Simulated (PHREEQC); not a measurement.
Consider water at 25 °C with 0.042 mol/kgw HCl, 0.00015 mol/kgw FeSO4 and 5.5e-05 mol/kgw MnSO4. Closed to the air; pH follows from the charge balance.

Equilibrium calculation in PHREEQC: ion-association model, wateq4f.dat.

Question: The ionic strength comes out as 0.0425 mol/kgw. What activity coefficients do Mn+2, MnCl+, H+, SO4-2, Fe+2 get?

Answer: Mn+2 0.50, MnCl+ 0.83, H+ 0.86, SO4-2 0.48, Fe+2 0.50.

No solid was allowed to form. Species that the database lacks are ignored.
